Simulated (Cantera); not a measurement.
A freely propagating, adiabatic, planar premixed flame of H2 : O2 : N2 = 1 : 0.385 : 1.45 (molar parts), equivalence ratio 1.3, unburnt at 325 K and 4.93 atm; mixture-averaged transport, grid criteria slope 0.08 and curve 0.16, no radiation.

Detailed kinetics in Cantera: the H2/O2 subset of GRI-Mech 3.0, which has no nitrogen chemistry. The hydrogen kinetics of GRI-Mech 3.0 are dated; newer H2 mechanisms differ, most at raised pressure. Burning velocities carry a grid error of a few per cent, more on coarse grids.

Question: How do the results move with these cheaper or finer settings: unity-Lewis-number transport; multicomponent transport; multicomponent+Soret transport; grid criteria slope 0.5, curve 1; grid criteria slope 0.25, curve 0.5; grid criteria slope 0.03, curve 0.06?

Answer: 
```csv
setting,laminar burning velocity,thermal thickness,peak x(HO2),peak x(O),grid points
as above,313 cm/s,0.0450 mm,0.00123,0.00439,114
unity-Lewis-number transport,216 cm/s,0.0458 mm,0.000804,0.00403,118
multicomponent transport,308 cm/s,0.0446 mm,0.00123,0.00433,114
multicomponent+Soret transport,285 cm/s,0.0438 mm,0.00122,0.00441,114
"grid criteria slope 0.5, curve 1",310 cm/s,0.0549 mm,0.00116,0.00477,38
"grid criteria slope 0.25, curve 0.5",314 cm/s,0.0486 mm,0.00119,0.00438,50
"grid criteria slope 0.03, curve 0.06",311 cm/s,0.0438 mm,0.00124,0.00431,256
```
Unity Lewis numbers drop preferential diffusion, which matters most where H2 and H carry the flame; Soret adds thermal diffusion.
